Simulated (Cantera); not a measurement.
What does this Cantera script print?

```python
import numpy as np
import cantera as ct

gas_names = [...]  # 116 gases of nasa_gas.yaml made of C, H, Mg, O
cond_names = """
    C(gr) C6H6(L) C7H8(L) C8H18(L),n-octa H2O(s) H2O(L) Mg(cr) Mg(L) MgCO3(s) MgO(s) MgO(L) MgO2H2(s)
""".split()


# ... load() reads the species with a 1 bar reference pressure and builds the phases ...
atoms = {
    'MgO': {'Mg': 1, 'O': 1},
    'C': {'C': 1},
    'H2': {'H': 2},
}
top_T = {'C(gr)': 4500}  # K; cautious upper limits of use, not melting points


# ... equilibrate(T, P, feed) seeds the gas with the atoms and calls Mixture.equilibrate('TP', solver="vcs", rtol=1e-11, max_steps=5000) ...
results = []
feed = {'MgO': 1, 'C': 0.064, 'H2': 0.019}  # mol
for P in [1, 4.6, 22, 100, 460, 2200, 10000, 46000, 220000, 1000000]:
    for T in [2048, 2148, 2248, 2348, 2448, 2548, 2648, 2748, 2848, 2948]:
        mix = equilibrate(T, P, feed)
        results.append((T, P, feed, dict(zip(mix.species_names, mix.species_moles))))

for T, P, feed, n in results:
    print(f"{T:7g} {P:10.4g}  " + (" + ".join(c for c in cond_names if n.get(c, 0) > 1e-12) or "gas only"))
```

It prints:

```
   2048          1  gas only
   2148          1  gas only
   2248          1  gas only
   2348          1  gas only
   2448          1  gas only
   2548          1  gas only
   2648          1  gas only
   2748          1  gas only
   2848          1  gas only
   2948          1  gas only
   2048        4.6  MgO(s)
   2148        4.6  gas only
   2248        4.6  gas only
   2348        4.6  gas only
   2448        4.6  gas only
   2548        4.6  gas only
   2648        4.6  gas only
   2748        4.6  gas only
   2848        4.6  gas only
   2948        4.6  gas only
   2048         22  MgO(s)
   2148         22  MgO(s)
   2248         22  MgO(s)
   2348         22  gas only
   2448         22  gas only
   2548         22  gas only
   2648         22  gas only
   2748         22  gas only
   2848         22  gas only
   2948         22  gas only
   2048        100  MgO(s)
   2148        100  MgO(s)
   2248        100  MgO(s)
   2348        100  MgO(s)
   2448        100  gas only
   2548        100  gas only
   2648        100  gas only
   2748        100  gas only
   2848        100  gas only
   2948        100  gas only
   2048        460  MgO(s)
   2148        460  MgO(s)
   2248        460  MgO(s)
   2348        460  MgO(s)
   2448        460  MgO(s)
   2548        460  MgO(s)
   2648        460  gas only
   2748        460  gas only
   2848        460  gas only
   2948        460  gas only
   2048       2200  MgO(s)
   2148       2200  MgO(s)
   2248       2200  MgO(s)
   2348       2200  MgO(s)
   2448       2200  MgO(s)
   2548       2200  MgO(s)
   2648       2200  MgO(s)
   2748       2200  MgO(s)
   2848       2200  gas only
   2948       2200  gas only
   2048      1e+04  MgO(s)
   2148      1e+04  MgO(s)
   2248      1e+04  MgO(s)
   2348      1e+04  MgO(s)
   2448      1e+04  MgO(s)
   2548      1e+04  MgO(s)
   2648      1e+04  MgO(s)
   2748      1e+04  MgO(s)
   2848      1e+04  MgO(s)
   2948      1e+04  MgO(s)
   2048    4.6e+04  MgO(s)
   2148    4.6e+04  MgO(s)
   2248    4.6e+04  MgO(s)
   2348    4.6e+04  MgO(s)
   2448    4.6e+04  MgO(s)
   2548    4.6e+04  MgO(s)
   2648    4.6e+04  MgO(s)
   2748    4.6e+04  MgO(s)
   2848    4.6e+04  MgO(s)
   2948    4.6e+04  MgO(s)
   2048    2.2e+05  C(gr) + MgO(s)
   2148    2.2e+05  MgO(s)
   2248    2.2e+05  MgO(s)
   2348    2.2e+05  MgO(s)
   2448    2.2e+05  MgO(s)
   2548    2.2e+05  MgO(s)
   2648    2.2e+05  MgO(s)
   2748    2.2e+05  MgO(s)
   2848    2.2e+05  MgO(s)
   2948    2.2e+05  MgO(s)
   2048      1e+06  C(gr) + MgO(s)
   2148      1e+06  C(gr) + MgO(s)
   2248      1e+06  C(gr) + MgO(s)
   2348      1e+06  MgO(s)
   2448      1e+06  MgO(s)
   2548      1e+06  MgO(s)
   2648      1e+06  MgO(s)
   2748      1e+06  MgO(s)
   2848      1e+06  MgO(s)
   2948      1e+06  MgO(s)
```

These are equilibrium values from Cantera (NASA tables, ideal gas, pure condensed phases), not measurements of a reactor.
